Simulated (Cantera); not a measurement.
A closed system holds: 1 mol Pb, 0.14 mol O2, 12 mol H2, held at 375 °C and 13300 Pa.

Equilibrium computed with Cantera from the NASA thermochemical tables; the gas is ideal and each condensed phase is pure. Candidate condensed phases: H2O, Pb, PbO, PbO2, Pb3O4; 12 gas species. The numbers say what is thermodynamically allowed, not how fast it happens.

Base state: H2 0.977, H2O 0.0233 (mole fractions); condensed: Pb(l).

Task: What changes in the equilibrium state with this change: Pb replaced by PbO?

Result: 
```tsv
species	before	after
H2	0.977	0.893
H2O	0.0233	0.107
Pb(l), mol	1.00	1.00
```
